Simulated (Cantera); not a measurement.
A Cantera script and what it prints.

```python
import numpy as np
import cantera as ct

gas_names = [...]  # 136 gases of nasa_gas.yaml made of C, H, N, O
cond_names = """
    C(gr) C6H6(L) C7H8(L) C8H18(L),n-octa H2O(s) H2O(L)
""".split()


# ... load() reads the species with a 1 bar reference pressure and builds the phases ...
atoms = {
    'C6H6': {'C': 6, 'H': 6},
    'O2': {'O': 2},
    'N2': {'N': 2},
}
top_T = {'C(gr)': 4500}  # K; cautious upper limits of use, not melting points


# ... equilibrate(T, P, feed) seeds the gas with the atoms and calls Mixture.equilibrate('TP', solver="vcs", rtol=1e-11, max_steps=5000) ...
results = []
feed = {'C6H6': 1, 'O2': 0.28, 'N2': 4.5}  # mol
P = 3400000  # Pa
for T in [975, 1025, 1075, 1125, 1175, 1225, 1275, 1325, 1375]:
    mix = equilibrate(T, P, feed)
    results.append((T, P, feed, dict(zip(mix.species_names, mix.species_moles))))

top = {s: max(r[3][s] / sum(r[3][g] for g in gas_names) for r in results) for s in gas_names}
cols = sorted((s for s in top if top[s] > 1e-05), key=lambda s: -top[s])[:5]
seen = [c for c in cond_names if any(r[3].get(c, 0) > 1e-12 for r in results)]
print("log10 of partial pressures in bar; condensed amounts in mol")
print(f"{'T/K':>10s}" + "".join(f"{s[:9]:>10s}" for s in cols + seen))
for T, P, feed, n in results:
    ng = sum(n[g] for g in gas_names)
    print(f"{T:10.4g}" + "".join(f"{np.log10(max(n[s] / ng * P / 1e5, 1e-99)):10.3f}" for s in cols)
          + "".join(f"{n.get(c, 0):10.4g}" for c in seen))
```

Result:

```
log10 of partial pressures in bar; condensed amounts in mol
       T/K        N2        H2       CH4        CO       H2O     C(gr)
       975     1.346     0.739     0.577    -0.282     0.235     5.077
      1025     1.336     0.819     0.505    -0.088     0.155     5.121
      1075     1.326     0.885     0.423     0.063     0.049     5.154
      1125     1.316     0.937     0.333     0.174    -0.082      5.18
      1175     1.308     0.977     0.236     0.249    -0.234     5.207
      1225     1.301     1.008     0.134     0.298    -0.401     5.235
      1275     1.295     1.031     0.029     0.328    -0.574     5.264
      1325     1.291     1.048    -0.077     0.346    -0.749     5.292
      1375     1.288     1.060    -0.182     0.357    -0.920     5.317
```

Method: chemical equilibrium by Gibbs-energy minimisation in Cantera with the NASA 1993 tables (ideal gas, pure condensed phases). The ideal-gas law is rough above about 30 bar.
